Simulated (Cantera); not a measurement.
**Abatement and gas-phase synthesis: SF6 + H2O**

Charge: 1 mol SF6, 0.24 mol H2O, at 0.000970 bar.

Equilibrium computed with Cantera from the NASA thermochemical tables; the gas is ideal and each condensed phase is pure. Candidate condensed phases: H2O, H2SO4, S; 43 gas species. The tables' values for SOF2, S2F2 (SSF2), SF3, FS2F (FSSF) are old estimates; treat these amounts as uncertain. The numbers say what is thermodynamically allowed, not how fast it happens.

From 1575 °C to 2475 °C nothing is condensed.

```
T (°C)    x F     x SF2      x S    x HF     x S2     x SO      x SF       x O     x SO2
------  -----  --------  -------  ------  -------  -------  --------  --------  --------
1575    0.732     0.125  0.00207  0.0885  0.00353  0.00906    0.0152   1.08e-5    0.0150
1650    0.764    0.0752  0.00761  0.0823   0.0158   0.0159    0.0239   1.99e-5    0.0118
1725    0.792    0.0311   0.0169  0.0766   0.0282   0.0207    0.0241   4.07e-5   0.00853
1800    0.805    0.0108   0.0289  0.0736   0.0318   0.0239    0.0194   8.78e-5   0.00631
1875    0.807   0.00353   0.0430  0.0720   0.0291   0.0261    0.0141  0.000190   0.00481
1950    0.804   0.00116   0.0584  0.0710   0.0236   0.0275   0.00980  0.000403   0.00376
2025    0.800  0.000384   0.0735  0.0702   0.0173   0.0282   0.00656  0.000840   0.00300
2100    0.795  0.000130   0.0866  0.0695   0.0117   0.0281   0.00428   0.00172   0.00243
2175    0.791   4.48e-5   0.0971  0.0690  0.00744   0.0271   0.00275   0.00338   0.00194
2250    0.787   1.61e-5    0.105  0.0684  0.00464   0.0248   0.00177   0.00624   0.00146
2325    0.782   6.05e-6    0.113  0.0677  0.00290   0.0213   0.00115    0.0104  0.000970
2400    0.778   2.38e-6    0.119  0.0669  0.00184   0.0167  0.000762    0.0155  0.000550
2475    0.773   9.79e-7    0.125  0.0656  0.00118   0.0120  0.000513    0.0206  0.000264
```
x: gas mole fraction; nothing condenses.
